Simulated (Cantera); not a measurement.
Feed: 1 mol SiH₂Cl₂, 1.7 mol HCl, 680 mol H₂, held at 1.20 bar.

These are equilibrium values from Cantera (NASA tables, ideal gas, pure condensed phases), not measurements of a reactor. Candidate condensed phases: Si; 19 gas species. The numbers say what is thermodynamically allowed, not how fast it happens. All values below are at 923 K.

Base state: H₂ 0.997, HCl 0.00133, SiHCl₃ 0.000807, SiCl₄ 0.000303, SiH₂Cl₂ 0.000211, SiH₃Cl 1.36e-5 (mole fractions); condensed: Si(s).

What changes in the equilibrium state with this change: H₂ from 680 to 150 mol?


```csv
species,before,after
H₂,0.997,0.991
SiHCl₃,0.000807,0.00350
HCl,0.00133,0.00256
SiCl₄,0.000303,0.00254
SiCl₃,4.39e-6,1.91e-5
SiH₂Cl₂,0.000211,0.000473
SiH₃Cl,1.36e-5,1.58e-5
"Si(s), mol",0.0839,0
```
The tables' values for SiCl₃ are old estimates; treat these amounts as uncertain.
